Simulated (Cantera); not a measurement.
Feed: 1 mol Si, 3.4 mol NF₃, equilibrated at 1077 °C and 0.128 Torr.

Method: chemical equilibrium by Gibbs-energy minimisation in Cantera with the NASA 1993 tables (ideal gas, pure condensed phases). Candidate condensed phases: Si, Si₃N₄; 16 gas species. Kinetics and transport are ignored.

Base state: F 0.697, N₂ 0.191, SiF₄ 0.112, F₂ 4.90e-5 (mole fractions); condensed: gas only.

Q: What changes in the equilibrium state with this change: temperature from 1077 °C to 552 °C?

A: 
| species | before | after |
|---|---|---|
| F | 0.697 | 0.424 |
| N₂ | 0.191 | 0.231 |
| F₂ | 4.90e-5 | 0.209 |
| SiF₄ | 0.112 | 0.136 |
| NF₃ | <1e-9 | 8.76e-5 |
